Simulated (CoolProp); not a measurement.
A closed Brayton cycle with carbon dioxide: compressor inlet 321.15 K and 8.3 MPa, high pressure 25.2 MPa, turbine inlet 930 K, compressor efficiency 0.85, turbine efficiency 0.93, recuperator effectiveness 0.9 (on enthalpy, no pinch check). Each further row changes one setting.

Model: reference Helmholtz-energy equation of state, Span 1996, in CoolProp.

```csv
case,thermal efficiency (%),net work (kJ/kg),compressor to turbine work,compressor exit (K),turbine exit (K)
as stated,38.5,115,0.32,410.3,783.1
turbine inlet 880 K,37.1,105,…,410.3,…
compressor inlet 331.15 K,37.5,…,0.37,428.9,783.1
high pressure 21.4 MPa,37.3,102,0.31,396.8,…
recuperator effectiveness 0.5,24.4,115,0.32,410.3,783.1
```

Problem. Fill in the missing entries.

Solution. 
- turbine inlet 880 K, compressor to turbine work: 0.34
- turbine inlet 880 K, turbine exit (K): 738.2
- compressor inlet 331.15 K, net work (kJ/kg): 107
- high pressure 21.4 MPa, turbine exit (K): 803.9
